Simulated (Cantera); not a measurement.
What does this Cantera script print?

```python
import numpy as np
import cantera as ct

gas_names = """
    CL CL2 H HCL H2 Na NaCL NaH Na2 Na2CL2
""".split()
cond_names = """
    Na(cr) Na(L) NaCL(s) NaCL(L)
""".split()


# ... load() reads the species with a 1 bar reference pressure and builds the phases ...
atoms = {
    'NaCl': {'Na': 1, 'CL': 1},
    'HCl': {'H': 1, 'CL': 1},
    'H2': {'H': 2},
}
top_T = {}  # K; cautious upper limits of use, not melting points


# ... equilibrate(T, P, feed) seeds the gas with the atoms and calls Mixture.equilibrate('TP', solver="vcs", rtol=1e-11, max_steps=5000) ...
results = []
feed = {'NaCl': 1, 'HCl': 0.022, 'H2': 6.2}  # mol
P = 38000  # Pa
for T in [798, 873, 948, 1023, 1098, 1173, 1248, 1323, 1398, 1473, 1548, 1623]:
    mix = equilibrate(T, P, feed)
    results.append((T, P, feed, dict(zip(mix.species_names, mix.species_moles))))
    x = sorted(zip(gas.X, gas.species_names), reverse=True)
    print(f"T = {T:g} K  P = {P:g} Pa  gas = {mix.phase_moles(0):.4g} mol")
    print("   x: " + "  ".join(f"{s} {v:.3e}" for v, s in x if v > 0.0001))
    print("   condensed (mol): " + ("  ".join(f"{mix.phase(i).name} {mix.phase_moles(i):.4g}"
          for i in range(1, mix.n_phases) if mix.phase_moles(i) > 1e-12) or "none"))
```

Output:

```
T = 798 K  P = 38000 Pa  gas = 6.222 mol
   x: H2 9.965e-01  HCL 3.536e-03
   condensed (mol): NaCL(s) 1
T = 873 K  P = 38000 Pa  gas = 6.222 mol
   x: H2 9.965e-01  HCL 3.536e-03
   condensed (mol): NaCL(s) 1
T = 948 K  P = 38000 Pa  gas = 6.222 mol
   x: H2 9.964e-01  HCL 3.536e-03
   condensed (mol): NaCL(s) 0.9996
T = 1023 K  P = 38000 Pa  gas = 6.225 mol
   x: H2 9.961e-01  HCL 3.534e-03  NaCL 2.892e-04  Na2CL2 1.187e-04
   condensed (mol): NaCL(s) 0.9967
T = 1098 K  P = 38000 Pa  gas = 6.236 mol
   x: H2 9.943e-01  HCL 3.528e-03  NaCL 1.509e-03  Na2CL2 6.602e-04
   condensed (mol): NaCL(L) 0.9824
T = 1173 K  P = 38000 Pa  gas = 6.27 mol
   x: H2 9.888e-01  NaCL 5.466e-03  HCL 3.510e-03  Na2CL2 2.177e-03
   condensed (mol): NaCL(L) 0.9384
T = 1248 K  P = 38000 Pa  gas = 6.367 mol
   x: H2 9.737e-01  NaCL 1.672e-02  Na2CL2 6.060e-03  HCL 3.465e-03
   condensed (mol): NaCL(L) 0.8163
T = 1323 K  P = 38000 Pa  gas = 6.614 mol
   x: H2 9.373e-01  NaCL 4.449e-02  Na2CL2 1.468e-02  HCL 3.404e-03
   condensed (mol): NaCL(L) 0.511
T = 1398 K  P = 38000 Pa  gas = 7.051 mol
   x: H2 8.791e-01  NaCL 9.253e-02  Na2CL2 2.445e-02  HCL 3.514e-03  Na 3.927e-04
   condensed (mol): none
T = 1473 K  P = 38000 Pa  gas = 7.121 mol
   x: H2 8.702e-01  NaCL 1.101e-01  Na2CL2 1.471e-02  HCL 4.043e-03  Na 9.509e-04
   condensed (mol): none
T = 1548 K  P = 38000 Pa  gas = 7.17 mol
   x: H2 8.638e-01  NaCL 1.211e-01  Na2CL2 8.242e-03  HCL 4.928e-03  Na 1.854e-03
   condensed (mol): none
T = 1623 K  P = 38000 Pa  gas = 7.201 mol
   x: H2 8.593e-01  NaCL 1.268e-01  HCL 6.179e-03  Na2CL2 4.492e-03  Na 3.114e-03  H 1.039e-04
   condensed (mol): none
```

Cantera equilibrium calculation (NASA polynomials, part measured and part estimated; ideal gas, pure solids and liquids).
